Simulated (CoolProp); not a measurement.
Vapour pressure (MPa) of C2F6 (R116): the reference equation beside estimates from Tc = 293.0 K, pc = 3.048 MPa, ω = 0.257.

Computed with CoolProp (reference Helmholtz-energy equation of state, Lemmon 2006). It is a short technical equation, of lower accuracy than the large ones.

```csv
T (K),reference,Lee-Kesler,Redlich-Kwong,Soave-Redlich-Kwong
210.1,0.2129,0.2133,[?],0.2132
220.2,0.3288,0.3303,0.4719,0.3305
230.3,0.4869,0.4895,0.6597,0.4912
240.4,0.6959,0.6994,0.8941,0.7042
250.5,0.9651,0.9691,1.180,[?]
260.6,1.305,1.309,1.521,1.326
270.7,[?],1.732,1.924,1.755
280.8,2.248,2.253,2.390,2.276
```

Q: What belongs in the gaps?

A: 
- 210.1, Redlich-Kwong: 0.3252
- 250.5, Soave-Redlich-Kwong: 0.9792
- 270.7, reference: 1.727

Absolute difference from the reference over all 8 rows, mean and median: Lee-Kesler 0.4 and 0.4 %, Redlich-Kwong 27.1 and 25.4 %, Soave-Redlich-Kwong 1.1 and 1.2 %.
